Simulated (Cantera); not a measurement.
Premixed flame

A freely propagating, adiabatic, planar premixed flame of 5.78 % C3H8, 24.1 % O2, 70.0 % N2, 0.156 % H2, unburnt at 475 K and 13300 Pa; mixture-averaged transport, grid criteria slope 0.08 and curve 0.16, no radiation.

Cantera simulation using GRI-Mech 3.0 (53 species, 325 reactions); the numbers are that mechanism's predictions, not measurements. GRI-Mech 3.0 was tuned for natural gas; its chemistry of propane as a main component is partial and can be far from experiment. Burning velocities carry a grid error of a few per cent, more on coarse grids.

```
z (mm)  T (K)  u (m/s)    x C3H8    x O2     x CH3    x C2H6      x CO     x NO
------  -----  -------  --------  ------  --------  --------  --------  -------
-4.31     475     1.72    0.0577   0.241   1.70e-8   4.49e-8   2.15e-6    <1e-8
-2.87     476     1.73    0.0576   0.240   2.46e-7   1.12e-6   3.38e-5    <1e-8
-2.15     480     1.75    0.0574   0.239   1.42e-6   8.11e-6  0.000182  1.32e-8
-1.44     521     1.92    0.0564   0.233   2.63e-5  0.000145   0.00184  1.45e-7
-0.718    925     3.57    0.0410   0.190   0.00169   0.00260    0.0235  2.00e-6
-0.359   1381     5.60    0.0131   0.135   0.00618   0.00212    0.0573  5.34e-6
0        1803     7.54  0.000546  0.0791   0.00406  0.000224    0.0938  1.20e-5
0.359    2020     8.52   2.00e-6  0.0439  0.000876   3.46e-6     0.108  2.24e-5
0.718    2087     8.81     <1e-8  0.0269  0.000120   1.48e-8     0.105  3.22e-5
1.44     2113     8.87     <1e-8  0.0163   1.14e-6     <1e-8    0.0925  4.20e-5
2.87     2128     8.90     <1e-8  0.0133     <1e-8     <1e-8    0.0831  4.74e-5
5.75     2143     8.95     <1e-8  0.0125     <1e-8     <1e-8    0.0806  5.33e-5
11.5     2167     9.03     <1e-8  0.0119     <1e-8     <1e-8    0.0802  6.50e-5
```
x: mole fraction of selected species; z is measured from the peak of heat release.

The laminar burning velocity is 172 cm/s and the thermal thickness comes out as 1.44 mm. The peak x(CH3) comes out as 0.00651. The peak x(C2H6) is 0.00300, the peak x(CO) is 0.109 and the grid points comes out as 155.
